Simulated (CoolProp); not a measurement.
Vapour-liquid equilibrium of fluoroethane (R161) (1) + R1234yf (2) at 0.444 MPa; x and y are mole fractions of (1).

Values from CoolProp's multi-fluid Helmholtz-energy mixture model, Wu 2012 and Lemmon 2022; pair parameters Bell 2016.

| x | bubble temperature, mixture model (K) | bubble temperature, Raoult's law (K) | y, mixture model | y, Raoult's law |
|---|---|---|---|---|
| 0.05 | 282.8 | 283.0 | 0.069 | 0.067 |
| 0.2 | 280.7 | 281.3 | (withheld) | 0.255 |
| 0.35 | (withheld) | 279.7 | 0.425 | 0.425 |
| 0.5 | (withheld) | 278.2 | (withheld) | 0.579 |
| 0.65 | (withheld) | 276.8 | 0.706 | 0.719 |
| 0.8 | (withheld) | 275.4 | (withheld) | 0.847 |
| 0.95 | (withheld) | 274.1 | 0.958 | 0.963 |

**Question.** What belongs in the gaps?

**Answer.** 
- 0.2, y, mixture model: 0.259
- 0.35, bubble temperature, mixture model (K): 278.9
- 0.5, bubble temperature, mixture model (K): 277.3
- 0.5, y, mixture model: 0.572
- 0.65, bubble temperature, mixture model (K): 275.9
- 0.8, bubble temperature, mixture model (K): 274.8
- 0.8, y, mixture model: 0.832
- 0.95, bubble temperature, mixture model (K): 273.9

The largest gap from Raoult's law is -0.9 K in bubble temperature, at x = 0.5. No azeotrope shows between x = 0.05 and 0.95.

Pair parameters are fitted to limited data, so mixtures are less certain than the pure fluids.
